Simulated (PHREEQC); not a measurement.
## Hard or scaling water: an equilibrium model

Make-up at 25 °C: 0.057 mol MgCl2 and 0.00025 mol KCl per kg of water. Closed to the air; pH follows from the charge balance.

Computed with PHREEQC (ion-association model, phreeqc.dat).

```
Item                         Result
--------------------  -------------
ionic strength        0.171 mol/kgw
specific conductance    10800 µS/cm
density                 1.002 g/cm³
```

```csv
species,molality,activity,log γ
Cl-,0.114,0.0831,-0.138
Mg+2,0.0570,0.0203,-0.449
K+,0.000250,0.000181,-0.140
H+,3.68e-7,2.96e-7,-0.095
MgOH+,3.21e-7,2.48e-7,-0.112
OH-,4.74e-8,3.41e-8,-0.143
```

Precipitation was switched off in this run.
